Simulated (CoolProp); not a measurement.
Vapour-liquid equilibrium of cyclohexane (1) + n-heptane (2) at 321 K; x and y are mole fractions of (1).

Model: multi-fluid Helmholtz-energy mixture model, Zhou 2014 and Span 2003; pair parameters Bell 2016, in CoolProp.

```tsv
x	bubble pressure (MPa)	y at the bubble point	dew pressure at overall composition x (MPa)	liquid density (mol/L)
0.05	0.01815	0.095	0.01772	…
0.125	0.01947	0.222	0.01844	6.813
0.2	0.02077	0.332	0.01923	6.957
0.275	0.02205	0.429	0.02007	7.106
0.35	0.02332	0.514	0.02100	7.261
0.425	0.02456	…	0.02200	…
0.5	0.02578	0.659	0.02310	7.592
0.575	…	0.721	…	7.769
0.65	0.02815	0.778	0.02562	7.953
0.725	0.02931	0.831	0.02706	8.146
0.8	0.03046	0.881	0.02862	8.348
0.875	0.03159	0.927	0.03033	8.560
0.95	0.03271	0.971	…	8.782
```

**Question.** What belongs in the gaps?

**Answer.** 
- 0.05, liquid density (mol/L): 6.675
- 0.425, y at the bubble point: 0.590
- 0.425, liquid density (mol/L): 7.423
- 0.575, bubble pressure (MPa): 0.02698
- 0.575, dew pressure at overall composition x (MPa): 0.02430
- 0.95, dew pressure at overall composition x (MPa): 0.03216

No azeotrope shows between x = 0.05 and 0.95.

The pair parameters rest on a limited set of measurements; away from them the model extrapolates.
